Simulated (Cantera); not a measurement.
An isothermal, constant-pressure homogeneous reactor starts with C2H4 : H2 = 1 : 34 (molar parts), at 1700 K and 101000 Pa.

Cantera simulation using GRI-Mech 3.0 (53 species, 325 reactions); the numbers are that mechanism's predictions, not measurements. GRI-Mech 3.0 was tuned for natural gas; its chemistry of ethylene as a main component is partial and can be far from experiment. GRI-Mech 3.0 stops at C3 and has no aromatics, soot or wall deposition, so with more carbon than oxygen in the feed, carbon stays in small species such as C2H2 where larger ones or solid carbon would form.

x: mole fraction; the columns are a selection and need not sum to one.

```csv
t (s),x C2H4,x H2,x CH3,x CH2,x CH4
0.000500,0.0204,0.971,[?],1.89e-9,0.000139
0.00124,0.00734,0.972,[?],1.17e-9,0.000522
0.00310,0.00144,0.972,[?],6.87e-10,0.000800
0.00770,0.00122,0.971,[?],9.11e-10,0.00113
0.0192,0.00120,0.971,[?],1.33e-9,0.00192
0.0477,0.00116,0.970,[?],2.22e-9,0.00373
0.119,0.00108,0.968,[?],3.95e-9,0.00752
0.295,0.000966,0.965,[?],6.42e-9,0.0132
0.734,0.000900,0.963,5.02e-5,7.79e-9,0.0165
1.83,0.000895,0.963,5.09e-5,7.90e-9,0.0167
4.54,0.000895,0.963,5.09e-5,7.90e-9,0.0167
11.3,0.000895,0.963,5.09e-5,7.90e-9,0.0167
28.1,0.000895,0.963,5.09e-5,7.90e-9,0.0167
70.0,0.000895,0.963,5.09e-5,7.90e-9,0.0167
```

**Question.** Some entries are withheld; supply them.

**Answer.** 
- 0.000500, x CH3: 6.59e-7
- 0.00124, x CH3: 1.65e-6
- 0.00310, x CH3: 2.72e-6
- 0.00770, x CH3: 4.01e-6
- 0.0192, x CH3: 6.58e-6
- 0.0477, x CH3: 1.23e-5
- 0.119, x CH3: 2.38e-5
- 0.295, x CH3: 4.07e-5
